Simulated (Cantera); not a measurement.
Feed: 1 mol Cr₂O₃, 14 mol H₂, held at 1950 K.

Equilibrium computed with Cantera from the NASA thermochemical tables; the gas is ideal and each condensed phase is pure. Candidate condensed phases: Cr, Cr₂O₃, H₂O; 13 gas species. Mutual solubility and eutectic melting of coexisting phases are not modelled. Rates play no part.

Task: What share of the Cr ends up in condensed phases as a function of P (Pa), at 10, 42, 180, 750, 3200, 13000, 56000, 240000, 1000000?

Result: 
| P (Pa) | Cr condensed (%) | as |
|---|---|---|
| 10 | 14.6 | Cr₂O₃(s) |
| 42 | 52.8 | Cr₂O₃(s) |
| 180 | 73.8 | Cr₂O₃(s) |
| 750 | 85.3 | Cr₂O₃(s) |
| 3200 | 91.8 | Cr₂O₃(s) |
| 13000 | 96.5 | Cr(s) + Cr₂O₃(s) |
| 56000 | 99.2 | Cr(s) + Cr₂O₃(s) |
| 240000 | 99.8 | Cr(s) + Cr₂O₃(s) |
| 1000000 | 100.0 | Cr(s) + Cr₂O₃(s) |
